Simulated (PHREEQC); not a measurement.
Dissolve 0.075 mol CdCl2, 0.00084 mol Na2SO4 and 0.027 mol MnSO4 per kg of water at 25 °C. Closed to the air; pH follows from the charge balance.

The numbers come from PHREEQC with the ion-association model, wateq4f.dat.

```json
[
 {"quantity": "pH", "before": "5.56", "after": "5.17"},
 {"quantity": "ionic strength (mol/kgw)", "before": "0.170", "after": "0.252"},
 {"quantity": "Cl- (mol/kgw)", "before": "0.0875", "after": "0.139"},
 {"quantity": "Mn+2 (mol/kgw)", "before": "0.0196", "after": "0.0204"},
 {"quantity": "SO4-2 (mol/kgw)", "before": "0.0142", "after": "0.0113"},
 {"quantity": "MnSO4 (mol/kgw)", "before": "0.00508", "after": "0.00316"},
 {"quantity": "SI of Halite (NaCl)", "before": "-5.69", "after": "-5.51"},
 {"quantity": "SI of Mirabilite (Na2SO4:10H2O)", "before": "-7.07", "after": "-7.26"}
]
```

Name the change that produced these shifts.
(A) Na2SO4 from 0.00084 to 0.0084 mol/kgw
(B) temperature from 25 to 60 °C
(C) Na2SO4 from 0.00084 to 8.4e-05 mol/kgw
(D) CdCl2 replaced by ZnCl2 at the same molality
(E) Na2SO4 from 0.00084 to 0.000756 mol/kgw

D, CdCl2 replaced by ZnCl2 at the same molality

This is a speciation only: nothing precipitates in the calculation.
